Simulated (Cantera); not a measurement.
# Ignition delay

Mixture: CH4 : C2H6 : C3H8 : O2 : N2 : H2O = 1 : 0.086 : 0.42 : 8.46 : 31.8 : 3.7 (molar parts), at 22500 Torr, adiabatic and at constant volume. Ignition delay is the time to a rise of 400 K.

Model: GRI-Mech 3.0 (53 species, 325 reactions), integrated in Cantera. GRI-Mech 3.0 was tuned for natural gas; its chemistry of propane as a main component is partial and can be far from experiment. The pressure lies above the range GRI-Mech 3.0 was tuned for (to about 10 atm).

```
T0 (K)  delay (ms)
------  ----------
1100          2.04
1200         0.491
1300         0.131
1400        0.0390
1500        0.0135
1600       0.00546
1700       0.00257
1800       0.00138
1900      0.000822
2000      0.000537
```

The apparent activation energy between 1800 and 2000 K comes out as 140 kJ/mol.
